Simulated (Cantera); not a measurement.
Carbothermic reduction: MgO + CH4 + H2 + CO

Input: 1 mol MgO, 4.1 mol CH4, 2 mol H2, 12 mol CO, equilibrated at 1325 K.

Method: chemical equilibrium by Gibbs-energy minimisation in Cantera with the NASA 1993 tables (ideal gas, pure condensed phases). Candidate condensed phases: C, C6H6, C7H8, C8H18, H2O, Mg, MgCO3, MgO, Mg(OH)2; 116 gas species. Rates play no part.

At 10.0 Pa the condensed part is C(graphite). From 68.0 Pa to 10.0 bar the condensed part is C(graphite) + MgO(s).

```tsv
P (Pa)	x CO	x H2	x Mg	x H2O	x CH4	x CO2	n C(graphite)	n MgO(s)
10	0.537	0.421	0.0413	1.63e-7	1.19e-7	1.11e-7	3.10	0
68	0.540	0.456	0.00326	1.21e-6	9.51e-7	7.66e-7	4.03	0.927
460	0.541	0.459	7.11e-5	8.22e-6	6.52e-6	5.19e-6	4.10	0.998
3200	0.540	0.459	1.47e-6	5.72e-5	4.53e-5	3.61e-5	4.10	1.000
22000	0.540	0.459	3.11e-8	0.000392	0.000311	0.000248	4.11	1.000
150000	0.538	0.456	6.72e-10	0.00265	0.00209	0.00168	4.15	1.00
1000000	0.524	0.436	1.55e-11	0.0164	0.0128	0.0106	4.41	1.00
```
x: gas mole fraction; n: condensed amount in mol.
